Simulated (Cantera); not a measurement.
A perfectly stirred reactor is fed with C2H6 : N2 = 1 : 140 (molar parts), at 0.000330 bar; it is held at 1225 K, and followed from long to short residence time.

Model: GRI-Mech 3.0 (53 species, 325 reactions), integrated in Cantera. GRI-Mech 3.0 stops at C3 and has no aromatics, soot or wall deposition, so with more carbon than oxygen in the feed, carbon stays in small species such as C2H2 where larger ones or solid carbon would form. Radical loss at walls, strong at low pressure, is not modelled.

```csv
quantity,before,after
x(C2H6) at τ = 0.990 s,0.00637,1.24e-5
x(H2) at τ = 0.990 s,0.000568,0.0115
x(C2H2) at τ = 0.990 s,9.97e-6,0.00583
x(CH3) at τ = 0.990 s,0.000157,0.000939
x(HCN) at τ = 0.990 s,8.31e-9,0.000371
x(C2H6) at τ = 9.20 ms,0.00709,0.00110
x(H2) at τ = 9.20 ms,1.87e-9,0.00200
x(C2H2) at τ = 9.20 ms,<1e-12,0.000589
x(CH3) at τ = 9.20 ms,1.88e-6,0.00747
x(HCN) at τ = 9.20 ms,<1e-12,1.43e-5
```

Problem. Which change was made?
A) pressure from 0.000330 bar to 0.260 bar
B) temperature 1225 to 2023 K
C) pressure from 0.000330 bar to 0.000140 bar
D) pressure from 0.000330 bar to 0.210 bar

Solution. B, temperature 1225 to 2023 K
